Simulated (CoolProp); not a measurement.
Values from CoolProp's reference Helmholtz-energy equation of state, Schroeder 2014.

Problem. Give the vapour pressure (bar), liquid density (kg/m³), liquid cp (kJ/(kg K)), vapour Z of saturated ethanol at 6.35, 63.75, 82.95 °C.

Solution. 
```
T (°C)  p (bar)  liquid density (kg/m³)  liquid cp (kJ/(kg K))  vapour Z
------  -------  ----------------------  ---------------------  --------
6.35     0.0248                     801                   2.30     0.998
63.75     0.551                     751                   2.78     0.978
82.95      1.21                     732                   2.98     0.963
```
